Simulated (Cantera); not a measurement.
A closed system holds: 1 mol Si, 1.1 mol HCl, 2.1 mol H2, held at 1673 K and 1 atm.

Cantera equilibrium calculation (NASA polynomials, part measured and part estimated; ideal gas, pure solids and liquids). Candidate condensed phases: Si; 19 gas species. The tables' values for SiCl3, SiCl are old estimates; treat these amounts as uncertain. Rates play no part.

Base state: H2 0.771, HCl 0.131, SiCl2 0.0800, SiCl3 0.0111, SiHCl3 0.00337, SiCl4 0.00319, SiH2Cl2 0.000615, H 9.93e-5 (mole fractions); condensed: Si(s).

**Question.** What changes in the equilibrium state with this change: temperature from 1673 K to 725 K?

**Answer.** 
```tsv
species	before	after
H2	0.771	0.893
SiCl4	0.00319	0.0617
SiHCl3	0.00337	0.0430
HCl	0.131	0.000395
SiCl2	0.0800	1.38e-7
SiCl3	0.0111	5.90e-6
H	9.93e-5	<1e-9
Cl	1.32e-5	<1e-9
SiCl	1.20e-5	<1e-9
Si(s), mol	0.689	0.691
```
